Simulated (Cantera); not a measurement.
Input: 1 mol (CH3)2SiCl2, 0.15 mol C3H8, 24 mol H2, held at 660 Torr.

Equilibrium computed with Cantera from the NASA thermochemical tables; the gas is ideal and each condensed phase is pure. Candidate condensed phases: C, C6H6, C7H8, C8H18, Si, SiC; 109 gas species. The feed counts by its element totals alone. Gases not in the tables: Si2H6 and higher silanes. Rates play no part.

Over these rows the condensed part is C(graphite) + SiC(s). Partial pressures as log10 of bar:

```
T (K)  1000/T (1/K)  log p Si  log p H2  log p HCl
-----  ------------  --------  --------  ---------
1800         0.5556     -7.12     -0.09      -1.22
1900         0.5263     -6.33     -0.09      -1.22
2000         0.5000     -5.62     -0.09      -1.22
2100         0.4762         ?     -0.09      -1.22
2200         0.4545     -4.40     -0.09      -1.23
2300         0.4348     -3.87     -0.09      -1.23
```

Question: Fit log p(Si) = a + b·(1000/T) to the five rows, give the apparent enthalpy, and predict the row at 2100 K.

Answer: Means: 1000/T = 0.4942, log p = -5.468. Sxy = -0.267305, Sxx = 0.0099385, so b = -26.90 and a = -5.468 − (-26.90)×0.4942 = 7.83.
Apparent enthalpy: −19.145 × (-26.90) = 515 kJ/mol. The condensed phases alone fix this pressure, through SiC(s) = Si(g) + C(graphite), so the slope is that reaction's ΔH° and the other gases don't enter. The five rows lie within 0.01 of the line.
Prediction at 2100 K: 7.83 + (-26.90)×0.4762 = -4.98. The computed value is -4.98, 0.00 from the line.
